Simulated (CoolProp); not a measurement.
R410A along the isobar 1.97 MPa: fugacity coefficient from the reference equation and from simpler models built on Tc = 344.5 K, pc = 4.901 MPa, ω = 0.296; each cubic takes its own stable root.

Model: reference Helmholtz-energy equation of state, Lemmon 2003, in CoolProp. It is a pseudo-pure fit of the blend.

| T (K) | phase | reference |
|---|---|---|
| 220.2 | liquid | 0.04815 |
| 248.9 | liquid | 0.1646 |
| 277.7 | liquid | 0.4075 |
| 335.1 | gas | 0.8396 |
| 363.8 | gas | 0.8809 |
| 392.6 | gas | 0.9096 |
| 421.3 | gas | 0.9303 |

Task: How far does each simpler model (van der Waals, Redlich-Kwong, Soave-Redlich-Kwong) lie from the reference over these 7 states: mean and median of the absolute difference, and the worst?

Result: 
- van der Waals: mean 119.0 %, median 4.0 %, worst +517.0 % at 220.2 K and 1.97 MPa
- Redlich-Kwong: mean 29.4 %, median 1.8 %, worst +103.3 % at 220.2 K and 1.97 MPa
- Soave-Redlich-Kwong: mean 1.9 %, median 1.0 %, worst +4.9 % at 277.7 K and 1.97 MPa
